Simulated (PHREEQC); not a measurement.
A solution holds 0.32 mol/kgw KH2PO4 and 0.003 mol/kgw K2HPO4, at 80 °C. Closed to the air; pH follows from the charge balance.

All values are PHREEQC results (ion-association model, wateq4f.dat), not measurements.

No solid was allowed to form.

Q: Predict the pH, ionic strength, activity of water.

A: pH 4.66; ionic strength 0.329 mol/kgw; activity of water 0.989.

Q: In which forms is P present?

A: H2PO4- 98 %, HPO4-2 1.1 % of the P.

Complexes and solids missing from the database can't appear. H3PO4, which wateq4f.dat lacks, is added to it with the constant of phreeqc.dat. At this temperature some constants are extrapolated from 25 °C, and those without enthalpy data are left unchanged.
